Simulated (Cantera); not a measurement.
Cantera run:

```python
import numpy as np
import cantera as ct

gas_names = [...]  # 95 gases of nasa_gas.yaml made of C, F, H
cond_names = """
    C(gr) C6H6(L) C7H8(L) C8H18(L),n-octa
""".split()


# ... load() reads the species with a 1 bar reference pressure and builds the phases ...
atoms = {
    'C2F6': {'C': 2, 'F': 6},
    'F2': {'F': 2},
    'CH4': {'C': 1, 'H': 4},
}
top_T = {'C(gr)': 4500}  # K; cautious upper limits of use, not melting points


# ... equilibrate(T, P, feed) seeds the gas with the atoms and calls Mixture.equilibrate('TP', solver="vcs", rtol=1e-11, max_steps=5000) ...
results = []
P = 7.1  # Pa
for T in [1625, 1725, 1825, 1925, 2025, 2125, 2225, 2325, 2425, 2525]:
    for m in [0.37, 0.62, 0.87, 1.1, 1.4, 1.6, 1.9, 2.1, 2.4, 2.6, 2.9]:
        feed = {'C2F6': 1, 'F2': m, 'CH4': 0.14}  # mol
        mix = equilibrate(T, P, feed)
        results.append((T, P, feed, dict(zip(mix.species_names, mix.species_moles))))

for T, P, feed, n in results:
    print(f"{T:7g} {feed['F2']:10.4g}  " + (" + ".join(c for c in cond_names if n.get(c, 0) > 1e-12) or "gas only"))
```

It prints:

```
   1625       0.37  C(gr)
   1625       0.62  C(gr)
   1625       0.87  C(gr)
   1625        1.1  C(gr)
   1625        1.4  C(gr)
   1625        1.6  gas only
   1625        1.9  gas only
   1625        2.1  gas only
   1625        2.4  gas only
   1625        2.6  gas only
   1625        2.9  gas only
   1725       0.37  C(gr)
   1725       0.62  C(gr)
   1725       0.87  C(gr)
   1725        1.1  C(gr)
   1725        1.4  C(gr)
   1725        1.6  gas only
   1725        1.9  gas only
   1725        2.1  gas only
   1725        2.4  gas only
   1725        2.6  gas only
   1725        2.9  gas only
   1825       0.37  C(gr)
   1825       0.62  C(gr)
   1825       0.87  C(gr)
   1825        1.1  C(gr)
   1825        1.4  gas only
   1825        1.6  gas only
   1825        1.9  gas only
   1825        2.1  gas only
   1825        2.4  gas only
   1825        2.6  gas only
   1825        2.9  gas only
   1925       0.37  C(gr)
   1925       0.62  C(gr)
   1925       0.87  C(gr)
   1925        1.1  C(gr)
   1925        1.4  gas only
   1925        1.6  gas only
   1925        1.9  gas only
   1925        2.1  gas only
   1925        2.4  gas only
   1925        2.6  gas only
   1925        2.9  gas only
   2025       0.37  C(gr)
   2025       0.62  C(gr)
   2025       0.87  C(gr)
   2025        1.1  C(gr)
   2025        1.4  C(gr)
   2025        1.6  C(gr)
   2025        1.9  C(gr)
   2025        2.1  C(gr)
   2025        2.4  C(gr)
   2025        2.6  gas only
   2025        2.9  gas only
   2125       0.37  C(gr)
   2125       0.62  C(gr)
   2125       0.87  C(gr)
   2125        1.1  C(gr)
   2125        1.4  C(gr)
   2125        1.6  C(gr)
   2125        1.9  C(gr)
   2125        2.1  C(gr)
   2125        2.4  C(gr)
   2125        2.6  C(gr)
   2125        2.9  C(gr)
   2225       0.37  C(gr)
   2225       0.62  C(gr)
   2225       0.87  C(gr)
   2225        1.1  C(gr)
   2225        1.4  C(gr)
   2225        1.6  C(gr)
   2225        1.9  C(gr)
   2225        2.1  C(gr)
   2225        2.4  C(gr)
   2225        2.6  C(gr)
   2225        2.9  C(gr)
   2325       0.37  C(gr)
   2325       0.62  C(gr)
   2325       0.87  C(gr)
   2325        1.1  C(gr)
   2325        1.4  C(gr)
   2325        1.6  C(gr)
   2325        1.9  C(gr)
   2325        2.1  C(gr)
   2325        2.4  C(gr)
   2325        2.6  C(gr)
   2325        2.9  C(gr)
   2425       0.37  C(gr)
   2425       0.62  C(gr)
   2425       0.87  C(gr)
   2425        1.1  C(gr)
   2425        1.4  C(gr)
   2425        1.6  C(gr)
   2425        1.9  C(gr)
   2425        2.1  C(gr)
   2425        2.4  C(gr)
   2425        2.6  C(gr)
   2425        2.9  C(gr)
   2525       0.37  C(gr)
   2525       0.62  C(gr)
   2525       0.87  C(gr)
   2525        1.1  C(gr)
   2525        1.4  C(gr)
   2525        1.6  C(gr)
   2525        1.9  C(gr)
   2525        2.1  C(gr)
   2525        2.4  C(gr)
   2525        2.6  C(gr)
   2525        2.9  C(gr)
```

Method: chemical equilibrium by Gibbs-energy minimisation in Cantera with the NASA 1993 tables (ideal gas, pure condensed phases). The feed counts by its element totals alone.
